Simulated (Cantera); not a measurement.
Charge: 1 mol Nb2O5, 120 mol H2, held at 1575 °C and 3.90 bar.

These are equilibrium values from Cantera (NASA tables, ideal gas, pure condensed phases), not measurements of a reactor. Candidate condensed phases: H2O, Nb, NbO, NbO2, Nb2O5; 12 gas species. Condensed phases not in the tables: the oxides between NbO2 and Nb2O5. The numbers say what is thermodynamically allowed, not how fast it happens.

### Question
What is the equilibrium state?

### Answer
```json
{
 "x(H2)": "0.991",
 "x(H2O)": "0.00833",
 "x(H)": "0.000268",
 "n(NbO2(s))": "2.00 mol",
 "gas_amount": "120.0 mol",
 "log10 activity of Nb(s) (absent)": "-1.15"
}
```
